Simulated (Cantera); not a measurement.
Cantera run, input and output.

```python
import numpy as np
import cantera as ct

gas = ct.Solution("h2o2.yaml")
gas.TPX = 1425, 100000, {'H2': 1, 'O2': 0.694, 'N2': 2.61}
reactor = ct.IdealGasConstPressureReactor(gas, energy="on", clone=False)
net = ct.ReactorNet([reactor])
net.rtol, net.atol = 1e-08, 1e-16
show = ['H2', 'O2', 'O', 'HO2', 'H2O2']
times = np.geomspace(3e-06, 0.4, 12)

steps = ct.SolutionArray(gas, extra=["t"])
rows = []
print(f"{'t/s':>10s}{'T/K':>9s}{'P/Pa':>11s}" + "".join(f"{s:>11s}" for s in show))
for t in times:
    while net.time < t:
        t_next = net.step()
        steps.append(gas.state, t=t_next)
    rows.append([np.interp(t, steps.t, y) for y in (steps.T, steps.P, *steps(*show).X.T)])
    print(f"{t:10.3e}{rows[-1][0]:9.1f}{rows[-1][1]:11.4g}" + "".join(f"{x:11.3e}" for x in rows[-1][2:]))
rate = np.gradient(steps.T, steps.t)
print("integrator steps:", len(steps.t))
if steps.T.max() > steps.T[0] + 200:
    print(f"time of steepest temperature rise: {steps.t[rate.argmax()]:.4e} s")
gas.TPX = 1425, 100000, {'H2': 1, 'O2': 0.694, 'N2': 2.61}
gas.equilibrate("HP")
print(f"equilibrium (HP): T = {gas.T:.1f} K  " + "  ".join(f"{s} {gas[s].X[0]:.3e}" for s in show))
```

Output:

```
       t/s      T/K       P/Pa         H2         O2          O        HO2       H2O2
 3.000e-06   1425.0      1e+05  2.323e-01  1.612e-01  1.735e-07  3.093e-07  3.056e-09
 8.771e-06   1425.1      1e+05  2.321e-01  1.611e-01  2.714e-05  7.062e-06  7.286e-08
 2.564e-05   1907.2      1e+05  3.635e-02  5.937e-02  3.055e-02  2.247e-05  8.907e-07
 7.496e-05   2420.8      1e+05  2.765e-02  5.164e-02  1.759e-02  9.311e-06  2.850e-07
 2.191e-04   2691.0      1e+05  1.706e-02  4.857e-02  9.288e-03  1.111e-05  4.664e-07
 6.407e-04   2715.6      1e+05  1.587e-02  4.834e-02  8.529e-03  1.188e-05  5.291e-07
 1.873e-03   2715.6      1e+05  1.587e-02  4.834e-02  8.528e-03  1.188e-05  5.291e-07
 5.476e-03   2715.6      1e+05  1.587e-02  4.834e-02  8.528e-03  1.188e-05  5.291e-07
 1.601e-02   2715.6      1e+05  1.587e-02  4.834e-02  8.528e-03  1.188e-05  5.291e-07
 4.680e-02   2715.6      1e+05  1.587e-02  4.834e-02  8.528e-03  1.188e-05  5.291e-07
 1.368e-01   2715.6      1e+05  1.587e-02  4.834e-02  8.528e-03  1.188e-05  5.291e-07
 4.000e-01   2715.6      1e+05  1.587e-02  4.834e-02  8.528e-03  1.188e-05  5.291e-07
integrator steps: 1147
time of steepest temperature rise: 1.7211e-05 s
equilibrium (HP): T = 2715.6 K  H2 1.587e-02  O2 4.834e-02  O 8.528e-03  HO2 1.188e-05  H2O2 5.291e-07
```

Computed with Cantera and the H2/O2 subset of GRI-Mech 3.0, which has no nitrogen chemistry.
